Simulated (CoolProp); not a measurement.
Vapour-liquid equilibrium of n-perfluorobutane (1) + R365MFC (2) at 298.2 K; x and y are mole fractions of (1).

Computed with CoolProp (multi-fluid Helmholtz-energy mixture model, Gao 2022 and Lemmon 2016; pair parameters Bell 2016).

Q: Give the bubble pressure and the first vapour's composition at x = 0.05, 0.725, 0.875. Is there an azeotrope?

A: x = 0.05: 0.1055 MPa, y = 0.474; x = 0.725: 0.2469 MPa, y = 0.853; x = 0.875: 0.2598 MPa, y = 0.915. No azeotrope shows between x = 0.05 and 0.95.

Pair parameters are fitted to limited data, so mixtures are less certain than the pure fluids. With so large a gap from Raoult's law the liquid may split in two, which this calculation doesn't test in full.
